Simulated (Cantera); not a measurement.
Input (Python, Cantera):

```python
import numpy as np
import cantera as ct

gas = ct.Solution("h2o2.yaml")
gas.TPX = 798, 100000, {'H2': 1, 'O2': 0.746, 'N2': 2.81}
inlet = ct.Reservoir(gas, clone=True)
gas.equilibrate("HP")  # start burning
reactor = ct.IdealGasConstPressureReactor(gas, energy="on", clone=False)
exhaust = ct.Reservoir(gas, clone=True)
tau = [0.45, 0.21, 0.1, 0.047, 0.022, 0.011, 0.005, 0.0024, 0.0011, 0.00053, 0.00025, 0.00012, 5.6e-05][0]
for a, b in ((inlet, reactor), (reactor, exhaust)):
    ct.MassFlowController(a, b, mdot=lambda t: reactor.mass / tau)
net = ct.ReactorNet([reactor])
show = ['H2', 'O2', 'O', 'H', 'HO2', 'OH', 'H2O2']

rows = []
print(f"{'tau/s':>10s}{'T/K':>9s}" + "".join(f"{s:>11s}" for s in show))
for tau in [0.45, 0.21, 0.1, 0.047, 0.022, 0.011, 0.005, 0.0024, 0.0011, 0.00053, 0.00025, 0.00012, 5.6e-05]:
    net.initial_time = 0.0
    net.advance(30 * tau)
    before = gas.X
    net.advance(40 * tau)
    drift = np.max(np.abs(gas.X - before) / (gas.X + 1e-9))
    rows.append([gas.T, *gas[show].X, drift])
    print(f"{tau:10.3e}{gas.T:9.1f}" + "".join(f"{x:11.3e}" for x in gas[show].X))
```

Result:

```
     tau/s      T/K         H2         O2          O          H        HO2         OH       H2O2
 4.500e-01   2329.3  2.451e-03  5.870e-02  1.448e-03  5.673e-04  5.276e-06  9.227e-03  2.741e-07
 2.100e-01   2328.9  2.477e-03  5.870e-02  1.463e-03  5.761e-04  5.274e-06  9.267e-03  2.733e-07
 1.000e-01   2327.8  2.531e-03  5.869e-02  1.492e-03  5.946e-04  5.271e-06  9.348e-03  2.717e-07
 4.700e-02   2325.7  2.647e-03  5.867e-02  1.555e-03  6.350e-04  5.267e-06  9.521e-03  2.685e-07
 2.200e-02   2321.1  2.893e-03  5.864e-02  1.690e-03  7.244e-04  5.267e-06  9.876e-03  2.628e-07
 1.100e-02   2312.7  3.344e-03  5.859e-02  1.942e-03  9.005e-04  5.300e-06  1.049e-02  2.553e-07
 5.000e-03   2293.9  4.353e-03  5.853e-02  2.517e-03  1.349e-03  5.498e-06  1.170e-02  2.489e-07
 2.400e-03   2261.9  6.053e-03  5.854e-02  3.517e-03  2.269e-03  6.138e-06  1.337e-02  2.563e-07
 1.100e-03   2206.7  8.885e-03  5.882e-02  5.258e-03  4.252e-03  7.833e-06  1.540e-02  2.932e-07
 5.300e-04   2131.8  1.245e-02  5.952e-02  7.578e-03  7.597e-03  1.087e-05  1.700e-02  3.664e-07
 2.500e-04   2030.2  1.672e-02  6.086e-02  1.054e-02  1.308e-02  1.576e-05  1.779e-02  5.052e-07
 1.200e-04   1909.5  2.113e-02  6.295e-02  1.364e-02  2.068e-02  2.227e-05  1.736e-02  7.693e-07
 5.600e-05   1767.3  2.603e-02  6.628e-02  1.639e-02  3.064e-02  3.080e-05  1.563e-02  1.348e-06
```

Model: the H2/O2 subset of GRI-Mech 3.0, which has no nitrogen chemistry, integrated in Cantera.
